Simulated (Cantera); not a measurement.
Si + H₂O + H₂ (thermal oxidation and active oxidation of silicon)

Charge: 1 mol Si, 0.012 mol H₂O, a varied amount of H₂, equilibrated at 2125 K and 1.50 Pa.

Equilibrium computed with Cantera from the NASA thermochemical tables; the gas is ideal and each condensed phase is pure. Candidate condensed phases: H₂O, Si, SiO₂; 18 gas species. Kinetics and transport are ignored.

From 6.4 mol H₂ to 590 mol H₂ nothing is condensed. The main Si-bearing gas is Si throughout.

| n(H₂) (mol) | log p H | log p H₂ | log p Si | log p SiO | log p SiH | log p Si₂ | log p SiH₂ |
|---|---|---|---|---|---|---|---|
| 6.4 | -5.08 | -5.28 | -5.84 | -7.76 | -8.77 | -9.78 | -11.04 |
| 12 | -5.07 | -5.25 | -6.09 | -8.01 | -9.01 | -10.28 | -11.27 |
| 23 | -5.06 | -5.24 | -6.36 | -8.27 | -9.27 | -10.82 | -11.52 |
| 45 | -5.05 | -5.23 | -6.64 | -8.56 | -9.55 | -11.39 | -11.79 |
| 85 | -5.05 | -5.22 | -6.92 | -8.83 | -9.82 | -11.94 | -12.06 |
| 160 | -5.05 | -5.22 | -7.19 | -9.10 | -10.09 | -12.48 | -12.33 |
| 310 | -5.05 | -5.22 | -7.48 | -9.39 | -10.37 | -13.05 | -12.62 |
| 590 | -5.05 | -5.22 | -7.75 | -9.67 | -10.65 | -13.61 | -12.90 |
log p: log10 of the partial pressure in bar; nothing condenses.
